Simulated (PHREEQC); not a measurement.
0.87 g of hydrous ferric oxide (600 m²/g; 0.2 weak and 0.005 strong sites per Fe, Dzombak-Morel constants, diffuse double layer) in 1 kg of water with 0.001 mol/kgw of an inert sodium salt, at 25 °C; the pH is set by adding NaOH or the inert anion's acid. Oxygen is held at 0.21 atm. The system is closed to CO2. No solid was allowed to form.

All values are PHREEQC results (ion-association model, wateq4f.dat), not measurements.

Question: Predict surface charge σ (C/m²), surface potential ψ (mV) at pH = 6, 6.67, 10.67, 12.

Answer: 
| pH | surface charge σ (C/m²) | surface potential ψ (mV) |
|---|---|---|
| 6 | 0.019 | 119 |
| 6.67 | 0.009 | 83 |
| 10.67 | -0.036 | -141 |
| 12 | -0.202 | -176 |
